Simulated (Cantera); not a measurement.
Input: 1 mol B₂O₃, 0.22 mol O₂, at 13.3 mbar.

These are equilibrium values from Cantera (NASA tables, ideal gas, pure condensed phases), not measurements of a reactor. Candidate condensed phases: B, B₂O₃; 10 gas species. Rates play no part.

Q: Which condensed phases are stable at each of these points (T (K)): 1300, 1375, 1450, 1525, 1600, 1675, 1750, 1825, 1900, 1975, 2050?

A: 
| T (K) | condensed phases | B condensed (%) |
|---|---|---|
| 1300 | B₂O₃(l) | 100.0 |
| 1375 | B₂O₃(l) | 100.0 |
| 1450 | B₂O₃(l) | 100.0 |
| 1525 | B₂O₃(l) | 99.9 |
| 1600 | B₂O₃(l) | 99.7 |
| 1675 | B₂O₃(l) | 99.0 |
| 1750 | B₂O₃(l) | 96.7 |
| 1825 | B₂O₃(l) | 86.7 |
| 1900 | gas only | 0.0 |
| 1975 | gas only | 0.0 |
| 2050 | gas only | 0.0 |

From 1300 K to 1825 K the condensed part is B₂O₃(l). From 1900 K to 2050 K nothing is condensed.
